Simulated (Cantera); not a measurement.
An adiabatic, constant-pressure homogeneous reactor starts with CH4 : O2 : N2 = 1 : 5.88 : 22.1 (molar parts), equivalence ratio 0.34, at 1725 K and 10.0 bar. Integrator tolerance rtol = 1e-08.

Cantera simulation using GRI-Mech 3.0 (53 species, 325 reactions); the numbers are that mechanism's predictions, not measurements.

Question: What does this change do: pressure from 10.0 bar to 1.01 bar?

Answer: 
| quantity | before | after |
|---|---|---|
| time of steepest temperature rise | 24.0 µs | 0.167 ms |
| temperature at 4.00 s | 2390 K | 2361 K |
| equilibrium temperature | 2390 K | 2361 K |
| x(CH4) at 4.00 s | <1e-12 (gas-phase equilibrium <1e-12) | <1e-12 (gas-phase equilibrium <1e-12) |
| x(O2) at 4.00 s | 0.125 (gas-phase equilibrium 0.125) | 0.125 (gas-phase equilibrium 0.125) |
| x(CH2) at 4.00 s | <1e-12 (gas-phase equilibrium <1e-12) | <1e-12 (gas-phase equilibrium <1e-12) |
| x(C2H2) at 4.00 s | <1e-12 (gas-phase equilibrium <1e-12) | <1e-12 (gas-phase equilibrium <1e-12) |
| x(C2H) at 4.00 s | <1e-12 (gas-phase equilibrium <1e-12) | <1e-12 (gas-phase equilibrium <1e-12) |

Question: What does this change do: constant volume in place of constant pressure?

Answer: 
```tsv
quantity	before	after
time of steepest temperature rise	24.0 µs	22.8 µs
temperature at 4.00 s	2390 K	2538 K
equilibrium temperature	2390 K	2538 K
x(CH4) at 4.00 s	<1e-12 (gas-phase equilibrium <1e-12)	<1e-12 (gas-phase equilibrium <1e-12)
x(O2) at 4.00 s	0.125 (gas-phase equilibrium 0.125)	0.123 (gas-phase equilibrium 0.123)
x(CH2) at 4.00 s	<1e-12 (gas-phase equilibrium <1e-12)	<1e-12 (gas-phase equilibrium <1e-12)
x(C2H2) at 4.00 s	<1e-12 (gas-phase equilibrium <1e-12)	<1e-12 (gas-phase equilibrium <1e-12)
x(C2H) at 4.00 s	<1e-12 (gas-phase equilibrium <1e-12)	<1e-12 (gas-phase equilibrium <1e-12)
```

Question: What does this change do: pressure from 10.0 bar to 0.470 bar?

Answer: 
```
quantity                                                          before                                  after
---------------------------------  -------------------------------------  -------------------------------------
time of steepest temperature rise                                24.0 µs                               0.341 ms
temperature at 4.00 s                                             2390 K                                 2346 K
equilibrium temperature                                           2390 K                                 2346 K
x(CH4) at 4.00 s                   <1e-12 (gas-phase equilibrium <1e-12)  <1e-12 (gas-phase equilibrium <1e-12)
x(O2) at 4.00 s                      0.125 (gas-phase equilibrium 0.125)    0.125 (gas-phase equilibrium 0.125)
x(CH2) at 4.00 s                   <1e-12 (gas-phase equilibrium <1e-12)  <1e-12 (gas-phase equilibrium <1e-12)
x(C2H2) at 4.00 s                  <1e-12 (gas-phase equilibrium <1e-12)  <1e-12 (gas-phase equilibrium <1e-12)
x(C2H) at 4.00 s                   <1e-12 (gas-phase equilibrium <1e-12)  <1e-12 (gas-phase equilibrium <1e-12)
```
